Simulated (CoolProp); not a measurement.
Saturation properties of normal hydrogen (Tc = -240.0 °C, pc = 1296 kPa, ω = -0.219).

Computed with CoolProp (reference Helmholtz-energy equation of state, Leachman 2009).

```csv
T (°C),p (kPa),enthalpy of vaporisation (kJ/kg),vapour Z,liquid viscosity (µPa s),vapour viscosity (µPa s)
-250.65,180.8,435.4,0.8619,11.4,(withheld)
-249.65,230.1,426.5,(withheld),10.6,1.18
-248.75,282.1,416.7,0.8157,9.88,(withheld)
-247.75,348.9,403.7,0.7882,(withheld),1.30
-246.75,(withheld),388.2,0.7584,8.53,1.37
-245.75,514.7,369.6,0.7258,7.91,1.45
-244.85,604.7,349.7,0.6935,7.38,1.53
-243.85,717.2,323.2,0.6537,6.79,1.63
-242.85,(withheld),290.1,0.6079,6.20,1.75
-241.85,986.0,246.9,(withheld),5.56,1.92
-240.85,(withheld),182.5,0.4771,4.78,2.17
```

Task: Fill in the missing entries.

Result: 
- -250.65, vapour viscosity (µPa s): 1.12
- -249.65, vapour Z: 0.8385
- -248.75, vapour viscosity (µPa s): 1.24
- -247.75, liquid viscosity (µPa s): 9.18
- -246.75, p (kPa): 426.2
- -242.85, p (kPa): 843.9
- -241.85, vapour Z: 0.5525
- -240.85, p (kPa): 1145

It boils at -252.8 °C under 1 atm.

Viscosity comes from a separate model (Muzny 2013).
